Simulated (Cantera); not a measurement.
Charge: 1 mol SiHCl3, 11 mol N2, equilibrated at 1500 °C and 0.100 bar.

These are equilibrium values from Cantera (NASA tables, ideal gas, pure condensed phases), not measurements of a reactor. Candidate condensed phases: NH4Cl, Si, Si3N4; 28 gas species. The tables' values for SiCl3, SiCl are old estimates; treat these amounts as uncertain. The numbers say what is thermodynamically allowed, not how fast it happens.

Base state: N2 0.852, SiCl2 0.0661, HCl 0.0635, SiCl3 0.00910, H2 0.00689, SiCl4 0.00213, Cl 0.000529, H 7.48e-5 (mole fractions); condensed: gas only.

**Question.** What changes in the equilibrium state with this change: temperature from 1500 °C to 1350 °C?

**Answer.** 
```json
[
 {"species": "N2", "before": "0.852", "after": "0.858"},
 {"species": "HCl", "before": "0.0635", "after": "0.0622"},
 {"species": "SiCl2", "before": "0.0661", "after": "0.0502"},
 {"species": "SiCl4", "before": "0.00213", "after": "0.00812"},
 {"species": "SiCl3", "before": "0.00910", "after": "0.0132"},
 {"species": "SiCl", "before": "1.85e-5", "after": "2.83e-6"},
 {"species": "Cl", "before": "0.000529", "after": "0.000119"},
 {"species": "H", "before": "7.48e-5", "after": "1.96e-5"},
 {"species": "SiHCl3", "before": "5.42e-5", "after": "0.000163"},
 {"species": "H2", "before": "0.00689", "after": "0.00804"},
 {"species": "Si3N4(s), mol", "before": "0", "after": "0.0287"}
]
```
The tables' values for SiCl3 are old estimates; treat these amounts as uncertain.

**Question.** What changes in the equilibrium state with this change: temperature from 1500 °C to 802 °C?

**Answer.** 
```csv
species,before,after
N2,0.852,0.880
HCl,0.0635,0.0676
SiCl4,0.00213,0.0447
SiCl2,0.0661,3.19e-6
H,7.48e-5,3.97e-9
SiCl,1.85e-5,<1e-9
Cl,0.000529,3.31e-8
"Si3N4(s), mol",0,0.152
```
N2 is the only nitrogen source here; it is nearly inert below about 1500 K, so the nitride shown seldom forms there in practice. The tables' values for SiCl3 are old estimates; treat these amounts as uncertain.

**Question.** What changes in the equilibrium state with this change: pressure from 0.100 bar to 98.0 Pa?

**Answer.** 
```csv
species,before,after
N2,0.852,0.843
SiCl2,0.0661,0.0750
HCl,0.0635,0.0679
SiCl3,0.00910,0.00142
SiHCl3,5.42e-5,6.44e-7
Si,7.51e-7,4.48e-5
SiCl4,0.00213,4.58e-5
Cl,0.000529,0.00745
```
